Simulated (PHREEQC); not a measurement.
A solution holds 120 mmol/kgw TMAH, 0.12 mmol/kgw H3BO3 and 92 mmol/kgw Na2CO3, at 37 °C. Closed to the air; pH follows from the charge balance.

Equilibrium calculation in PHREEQC: ion-association model, phreeqc.dat.

| quantity | before | after |
|---|---|---|
| pH | 12.53 | 13.07 |
| ionic strength (mol/kgw) | 0.296 | 0.329 |
| NaCO3- (mol/kgw) | 0.0498 | 0.0335 |
| CO3-2 (mol/kgw) | 0.0421 | 0.0585 |
| HCO3- (mol/kgw) | 8.01e-5 | 4.35e-5 |
| NaHCO3 (mol/kgw) | 2.75e-6 | 1.84e-6 |

Q: Name the change that produced these shifts.
(A) temperature from 37 to 30 °C
(B) TMAH left out
(C) TMAH from 0.12 to 0.24 mol/kgw
(D) TMAH replaced by (CH3)4NF at the same molality
(E) temperature from 37 to 20 °C

A: E, temperature from 37 to 20 °C

No solid was allowed to form. (CH3)4N+ isn't in the database: it is added as a free cation with an ion size of 4 Å. Away from 25 °C the constants follow the database's enthalpies or fits; those with neither stay at their 25 °C values.
